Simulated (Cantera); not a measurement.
An isothermal, constant-pressure homogeneous reactor starts with H2 : O2 : N2 = 1.9 : 1 : 2.4 (molar parts), at 875 K and 82.5 Torr.

Cantera simulation using the H2/O2 subset of GRI-Mech 3.0, which has no nitrogen chemistry; the numbers are that mechanism's predictions, not measurements. Radical loss at walls, strong at low pressure, is not modelled. Below about 950 K walls govern HO2 and H2O2 in real vessels. The temperature is held fixed by assumption; the heat of reaction is taken as removed at once.

Predict: x(H2) at 3.00 s; x(O2) at 3.00 s; x(HO2) at 3.00 s; x(H2O2) at 3.00 s; x(H2O) at 3.00 s; x(H) at 3.00 s; x(OH) at 3.00 s.


```
Quantity                                             Result
-----------------  ----------------------------------------
x(H2) at 3.00 s    0.00750 (gas-phase equilibrium 1.54e-11)
x(O2) at 3.00 s       0.0152 (gas-phase equilibrium 0.0115)
x(HO2) at 3.00 s   6.08e-6 (gas-phase equilibrium 1.29e-11)
x(H2O2) at 3.00 s  1.51e-5 (gas-phase equilibrium 7.05e-12)
x(H2O) at 3.00 s        0.428 (gas-phase equilibrium 0.437)
x(H) at 3.00 s       3.54e-7 (gas-phase equilibrium <1e-12)
x(OH) at 3.00 s     9.10e-8 (gas-phase equilibrium 1.24e-8)
```
